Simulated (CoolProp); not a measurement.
A closed Brayton cycle with carbon dioxide: compressor inlet 333.15 K and 7.7 MPa, high pressure 19.3 MPa, turbine inlet 675 K, compressor efficiency 0.85, turbine efficiency 0.9, recuperator effectiveness 0.8 (on enthalpy, no pinch check). Each further row changes one setting.

Computed with CoolProp (reference Helmholtz-energy equation of state, Span 1996).

```json
[
 {"case": "as stated", "thermal efficiency (%)": "___", "net work (kJ/kg)": "42.5", "compressor to turbine work": "0.56", "compressor exit (K)": "416.5", "turbine exit (K)": "577.2"},
 {"case": "turbine inlet 625 K", "thermal efficiency (%)": "___", "net work (kJ/kg)": "33.7", "compressor to turbine work": "___", "compressor exit (K)": "416.5", "turbine exit (K)": "___"},
 {"case": "compressor inlet 343.15 K", "thermal efficiency (%)": "20.6", "net work (kJ/kg)": "37.8", "compressor to turbine work": "0.60", "compressor exit (K)": "430.0", "turbine exit (K)": "577.2"},
 {"case": "high pressure 16.4 MPa", "thermal efficiency (%)": "21.3", "net work (kJ/kg)": "___", "compressor to turbine work": "0.53", "compressor exit (K)": "___", "turbine exit (K)": "594.3"},
 {"case": "recuperator effectiveness 0.5", "thermal efficiency (%)": "17.2", "net work (kJ/kg)": "42.5", "compressor to turbine work": "0.56", "compressor exit (K)": "416.5", "turbine exit (K)": "577.2"}
]
```

Question: Fill in the missing entries.

Answer: 
- as stated, thermal efficiency (%): 22.1
- turbine inlet 625 K, thermal efficiency (%): 19.5
- turbine inlet 625 K, compressor to turbine work: 0.61
- turbine inlet 625 K, turbine exit (K): 530.9
- high pressure 16.4 MPa, net work (kJ/kg): 37.7
- high pressure 16.4 MPa, compressor exit (K): 401.2
